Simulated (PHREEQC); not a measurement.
# Leach liquor: speciation

Dissolve 0.2 mol H2SO4 and 0.11 mol Al2(SO4)3 per kg of water at 25 °C. Closed to the air; pH follows from the charge balance.

The numbers come from PHREEQC with the ion-association model, phreeqc.dat.

Each row changes one thing in this solution. Precipitation was switched off in this run.

```csv
case,pH,ionic strength (mol/kgw),HSO4- (mol/kgw),AlSO4+ (mol/kgw),SO4-2 (mol/kgw),Al(SO4)2- (mol/kgw),SI of Gibbsite (Al(OH)3)
as made,0.87,0.545,0.220,0.136,0.0627,0.0536,-8.15
H2SO4 left out,3.83,0.306,…,0.136,0.0619,0.0661,+0.66
Al2(SO4)3 from 0.11 to 0.011 mol/kgw,0.76,0.288,0.180,0.0143,0.0310,0.00357,-9.22
temperature from 25 to 10 °C,0.84,0.564,0.206,…,0.0727,…,-9.13
temperature from 25 to 40 °C,0.92,0.534,0.236,0.139,0.0536,0.0486,-7.21
temperature from 25 to 5 °C,0.83,0.571,0.202,0.132,0.0761,0.0583,…
```

Question: What belongs in the gaps?

Answer: 
- H2SO4 left out, HSO4- (mol/kgw): 0.000304
- temperature from 25 to 10 °C, AlSO4+ (mol/kgw): 0.133
- temperature from 25 to 10 °C, Al(SO4)2- (mol/kgw): 0.0574
- temperature from 25 to 5 °C, SI of Gibbsite (Al(OH)3): -9.47

Some of these states are supersaturated (in Gibbsite (slow to form), for instance). Away from 25 °C the constants follow the database's enthalpies or fits; those with neither stay at their 25 °C values.
